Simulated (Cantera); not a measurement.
A Cantera script and what it prints.

```python
import numpy as np
import cantera as ct

gas_names = """
    B BH BH2 BH3 BO BO2 B2 B2O B2O2 B2O3 B3O3H3 H HBO HBO2 HO2 H2 H2O H2O2 H3B3O6 O OH O2 O3
""".split()
cond_names = """
    B(b) B(L) B2O3(L) B3O3H3(cr) H2O(s) H2O(L)
""".split()


def load(file, names, dense=False):
    # The tables refer to 1 bar. Condensed volumes are neglected.
    table = {s.name: s for s in ct.Species.list_from_file(file)}
    out = []
    for n in names:
        d = dict(table[n].input_data)
        d["thermo"] = dict(d["thermo"], **{"reference-pressure": 1e5})
        if dense:
            d["equation-of-state"] = {"model": "constant-volume", "density": "1e6 g/cm^3"}
        out.append(ct.Species.from_dict(d))
    return out


gas = ct.Solution(thermo="ideal-gas", species=load("nasa_gas.yaml", gas_names))
cond = {s.name: ct.Solution(thermo="fixed-stoichiometry", species=[s], name=s.name)
        for s in load("nasa_condensed.yaml", cond_names, dense=True)}
atoms = {
    'B2O3': {'B': 2, 'O': 3},
    'H2O': {'H': 2, 'O': 1},
}
top_T = {}  # K; cautious upper limits of use, not melting points


def equilibrate(T, P, feed):
    n = {}
    for name, mol in feed.items():
        for a, k in atoms[name].items():
            n[a] = n.get(a, 0.0) + k * mol
    gas.TPX = T, P, n
    mass = sum(n.values()) * gas.mean_molecular_weight
    gas.equilibrate("TP")
    valid = [c for c in cond.values() if c.min_temp <= T <= top_T.get(c.name, c.max_temp)]
    mix = ct.Mixture([(gas, mass / gas.mean_molecular_weight)] + [(c, 0.0) for c in valid])
    mix.T, mix.P = T, P
    mix.equilibrate("TP", solver="vcs", rtol=1e-11, max_steps=5000)
    return mix


results = []
feed = {'B2O3': 1, 'H2O': 8.8}  # mol
T = 873.15  # K
P = 39  # Pa
mix = equilibrate(T, P, feed)
results.append((T, P, feed, dict(zip(mix.species_names, mix.species_moles))))
print(gas.report(threshold=0.0001))
for i in range(1, mix.n_phases):
    print(f"{mix.phase(i).name:16s} {mix.phase_moles(i):12.5e} mol")
```

It prints:

```
       temperature   873.15 K
          pressure   39 Pa
           density   9.7471e-05 kg/m^3
  mean mol. weight   18.144 kg/kmol
   phase of matter   gas

                          1 kg             1 kmol
                     ---------------   ---------------
          enthalpy       -1.2299e+07       -2.2315e+08  J
   internal energy       -1.2699e+07       -2.3041e+08  J
           entropy             16146        2.9296e+05  J/K
    Gibbs function       -2.6397e+07       -4.7895e+08  J
 heat capacity c_p            2197.1             39865  J/K
 heat capacity c_v            1738.9             31550  J/K

                      mass frac. Y      mole frac. X     chem. pot. / RT
                     ---------------   ---------------   ---------------
               H2O           0.99172           0.99881           -65.618
            H3B3O6          0.008135         0.0011229           -378.25
     [  +21 minor]        0.00014957        6.2148e-05

B(b)              0.00000e+00 mol
B2O3(L)           9.84914e-01 mol
B3O3H3(cr)        0.00000e+00 mol
```

Cantera equilibrium calculation (NASA polynomials, part measured and part estimated; ideal gas, pure solids and liquids). Gases not in the tables: H3BO3.
